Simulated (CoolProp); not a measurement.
Computed with CoolProp (reference Helmholtz-energy equation of state, de Reuck 1990).

**Question.** For fluorine, give the phase and the cp (kJ/(kg K)), cv (kJ/(kg K)) at 115.2 K and 4.78 bar; 176.8 K and 4.78 bar.

**Answer.** 
- 115.2 K and 4.78 bar: gas; cp 0.870, cv 0.583
- 176.8 K and 4.78 bar: gas; cp 0.797, cv 0.562
